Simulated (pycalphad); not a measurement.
All values are pycalphad results on the COST 507 light-alloy database (1999) (1 atm), not direct measurements. These are 1990s assessments: newer ones move some temperatures and phases. Diffusion is slow at the low end, where real alloys seldom reach equilibrium.

Molar enthalpy of Cu-79.38Si (wt.%) in equilibrium (SER reference):

| T (K) | H (kJ/mol) | phases |
|---|---|---|
| 2350 | 99.27 | LIQUID |
| 2200 | 95.13 | LIQUID |
| 2050 | 90.99 | LIQUID |
| 1900 | 86.84 | LIQUID |
| 1750 | 82.70 | LIQUID |
| 1675 | 80.63 | LIQUID |
| 1600 | 63.05 | LIQUID + DIAMOND_A4 |
| 1450 | 38.27 | DIAMOND_A4 + LIQUID |
| 1300 | 28.97 | DIAMOND_A4 + LIQUID |
| 1150 | 23.19 | DIAMOND_A4 + LIQUID |
| 1000 | 17.46 | DIAMOND_A4 + CU19SI6_ETA |
| 925 | 15.48 | DIAMOND_A4 + CU19SI6_ETA |
| 850 | 13.53 | DIAMOND_A4 + CU19SI6_ETA |
| 700 | 9.71 | DIAMOND_A4 + CU19SI6_ETA |
| 550 | 6.02 | DIAMOND_A4 + CU19SI6_ETA |

Cooling from 1675 K to 1000 K, across the freezing range, releases 63.2 kJ/mol, or 1990 J/g. The slope is 28 J/(mol K) in the liquid and 26 J/(mol K) just below the solidus, where it includes any heat of precipitation. Liquidus 1630 K, solidus 1074 K. Changes were sought between steps of 75 K, so a narrower field can be missed.

Database names, with the compositions (at.%) that they take in these runs: CU19SI6_ETA: Cu 76 Si 24. DIAMOND_A4 is diamond (Si).
